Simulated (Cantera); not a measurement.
Diamond growth

A diamond (100) surface in a fixed gas of H2 with x(CH4) = 0.022, x(H) = 0.0033, at 1025 K, 0.0908 atm; coverages are run to steady state.

Model: the Harris–Goodwin 1993 mechanism for the reconstructed diamond (100) surface, integrated in Cantera.

```csv
x(CH3),growth (µm/h),θ c6HH,θ c6H*,θ c6*H,θ c6**,θ c6HM
1e-06,0.0512,0.575,0.0206,0.392,0.0114,0.000140
2.6e-06,0.133,0.575,0.0206,0.392,0.0114,0.000364
7e-06,0.358,0.575,0.0206,0.392,0.0113,0.000980
1.9e-05,0.969,0.573,0.0205,0.391,0.0113,0.00265
4.9e-05,2.48,0.570,0.0204,0.389,0.0112,0.00679
0.00013,6.47,0.562,0.0201,0.382,0.0110,0.0177
0.00034,16.2,0.541,0.0193,0.367,0.0104,0.0443
0.00091,38.6,0.492,0.0175,0.333,0.00903,0.106
0.0024,79.7,0.403,0.0141,0.269,0.00661,0.219
```
θ: site fractions in the mechanism's names (c6HH fully hydrogenated, c6H* and c6*H radical sites, c6** diradical, c6HM methylated).
